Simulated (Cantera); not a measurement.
Input (Python, Cantera):

```python
import numpy as np
import cantera as ct

gas = ct.Solution("h2o2.yaml")
gas.TPX = 1450, 160, {'H2': 0.044, 'O2': 1}
inlet = ct.Reservoir(gas, clone=True)

reactor = ct.IdealGasConstPressureReactor(gas, energy="off", clone=False)
exhaust = ct.Reservoir(gas, clone=True)
tau = [9.7, 3, 0.95, 0.3, 0.093, 0.029, 0.0092, 0.0029][0]
for a, b in ((inlet, reactor), (reactor, exhaust)):
    ct.MassFlowController(a, b, mdot=lambda t: reactor.mass / tau)
net = ct.ReactorNet([reactor])
show = ['H2', 'O2', 'OH', 'H2O', 'HO2', 'H', 'O']

rows = []
print(f"{'tau/s':>10s}{'T/K':>9s}" + "".join(f"{s:>11s}" for s in show))
for tau in [9.7, 3, 0.95, 0.3, 0.093, 0.029, 0.0092, 0.0029]:
    net.initial_time = 0.0
    net.advance(30 * tau)
    before = gas.X
    net.advance(40 * tau)
    drift = np.max(np.abs(gas.X - before) / (gas.X + 1e-9))
    rows.append([gas.T, *gas[show].X, drift])
    print(f"{tau:10.3e}{gas.T:9.1f}" + "".join(f"{x:11.3e}" for x in gas[show].X))
```

It prints:

```
     tau/s      T/K         H2         O2         OH        H2O        HO2          H          O
 9.700e+00   1450.0  3.423e-04  9.377e-01  4.238e-03  3.938e-02  1.333e-07  1.499e-03  1.684e-02
 3.000e+00   1450.0  4.924e-04  9.294e-01  5.025e-03  3.808e-02  1.538e-07  2.595e-03  2.437e-02
 9.500e-01   1450.0  6.135e-04  9.241e-01  5.470e-03  3.719e-02  1.640e-07  3.408e-03  2.920e-02
 3.000e-01   1450.0  7.617e-04  9.218e-01  5.721e-03  3.664e-02  1.691e-07  3.830e-03  3.120e-02
 9.300e-02   1450.0  1.129e-03  9.214e-01  6.015e-03  3.598e-02  1.738e-07  4.089e-03  3.135e-02
 2.900e-02   1450.0  2.213e-03  9.225e-01  6.626e-03  3.442e-02  1.821e-07  4.404e-03  2.984e-02
 9.200e-03   1450.0  5.277e-03  9.258e-01  7.662e-03  3.067e-02  1.924e-07  4.739e-03  2.587e-02
 2.900e-03   1450.0  1.355e-02  9.336e-01  8.148e-03  2.236e-02  1.918e-07  4.337e-03  1.800e-02
```

Model: the H2/O2 subset of GRI-Mech 3.0, which has no nitrogen chemistry, integrated in Cantera. Radical loss at walls, strong at low pressure, is not modelled. The temperature is held fixed by assumption; the heat of reaction is taken as removed at once.
